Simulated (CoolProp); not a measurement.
A simple Rankine cycle with R11: condensing at 309.15 K, boiler at 0.65 MPa, turbine inlet 402.4 K, turbine efficiency 0.75, pump efficiency 0.7, no recuperator. Each further row changes one setting.

Values from CoolProp's reference Helmholtz-energy equation of state, Jacobsen 1992.

```
case                             thermal efficiency (%)  net work (kJ/kg)  heat in (kJ/kg)  turbine exit temperature (K)  volume ratio over the turbine
-------------------------------  ----------------------  ----------------  ---------------  ----------------------------  -----------------------------
as stated                                           9.8              22.6              230                         357.9                           4.01
turbine inlet 422.4 K                               9.9              24.0              243                         377.3                           3.99
condensing temperature 301.15 K                    11.2              26.5              237                         350.8                           5.16
boiler pressure 0.455 MPa                           7.6              17.7              232                         369.5                           2.82
turbine efficiency 0.65                             8.5              19.5              230                         362.8                           4.07
```
